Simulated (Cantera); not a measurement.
A Cantera script and its output.

```python
import numpy as np
import cantera as ct

gas = ct.Solution("gri30.yaml")
gas.TPX = 1873, 950000, {'CH4': 1, 'H2O': 7}
inlet = ct.Reservoir(gas, clone=True)

reactor = ct.IdealGasConstPressureReactor(gas, energy="off", clone=False)
exhaust = ct.Reservoir(gas, clone=True)
tau = [0.91, 0.41, 0.19, 0.086, 0.039, 0.018, 0.0081, 0.0037][0]
for a, b in ((inlet, reactor), (reactor, exhaust)):
    ct.MassFlowController(a, b, mdot=lambda t: reactor.mass / tau)
net = ct.ReactorNet([reactor])
show = ['CH4', 'H2O', 'CH2O', 'CH2', 'C2H', 'C2H2']

rows = []
print(f"{'tau/s':>10s}{'T/K':>9s}" + "".join(f"{s:>11s}" for s in show))
for tau in [0.91, 0.41, 0.19, 0.086, 0.039, 0.018, 0.0081, 0.0037]:
    net.initial_time = 0.0
    net.advance(30 * tau)
    before = gas.X
    net.advance(40 * tau)
    drift = np.max(np.abs(gas.X - before) / (gas.X + 1e-9))
    rows.append([gas.T, *gas[show].X, drift])
    print(f"{tau:10.3e}{gas.T:9.1f}" + "".join(f"{x:11.3e}" for x in gas[show].X))
```

Result:

```
     tau/s      T/K        CH4        H2O       CH2O        CH2        C2H       C2H2
 9.100e-01   1873.0  1.266e-03  5.733e-01  3.625e-07  3.800e-09  1.661e-10  3.882e-05
 4.100e-01   1873.0  2.523e-03  5.765e-01  6.446e-07  7.927e-09  6.597e-10  1.535e-04
 1.900e-01   1873.0  4.593e-03  5.824e-01  1.142e-06  1.556e-08  2.190e-09  5.050e-04
 8.600e-02   1873.0  7.874e-03  5.934e-01  2.030e-06  2.994e-08  6.440e-09  1.461e-03
 3.900e-02   1873.0  1.245e-02  6.116e-01  3.539e-06  5.498e-08  1.598e-08  3.525e-03
 1.800e-02   1873.0  1.815e-02  6.380e-01  6.019e-06  9.481e-08  3.298e-08  6.985e-03
 8.100e-03   1873.0  2.520e-02  6.735e-01  1.032e-05  1.566e-07  5.899e-08  1.178e-02
 3.700e-03   1873.0  3.330e-02  7.129e-01  1.730e-05  2.398e-07  8.898e-08  1.656e-02
```

Model: GRI-Mech 3.0 (53 species, 325 reactions), integrated in Cantera.
